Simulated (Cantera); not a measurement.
Input: 1 mol SiCl₄, 0.3 mol Cl₂, 790 mol H₂.

Equilibrium computed with Cantera from the NASA thermochemical tables; the gas is ideal and each condensed phase is pure. Candidate condensed phases: Si; 19 gas species. The tables' values for SiCl₃ are old estimates. The numbers say what is thermodynamically allowed, not how fast it happens.

What condenses at these points (T in °C, P in Pa): (625, 200000); (925, 16000); (1300, 16000); (1375, 37000); (925, 100)?


```json
[
 {"T (°C)": "625", "P in Pa": "200000", "condensed phases": "gas only", "Si condensed (%)": "0.0"},
 {"T (°C)": "925", "P in Pa": "16000", "condensed phases": "Si", "Si condensed (%)": "91.8"},
 {"T (°C)": "1300", "P in Pa": "16000", "condensed phases": "Si", "Si condensed (%)": "91.1"},
 {"T (°C)": "1375", "P in Pa": "37000", "condensed phases": "Si", "Si condensed (%)": "90.2"},
 {"T (°C)": "925", "P in Pa": "100", "condensed phases": "Si", "Si condensed (%)": "94.0"}
]
```
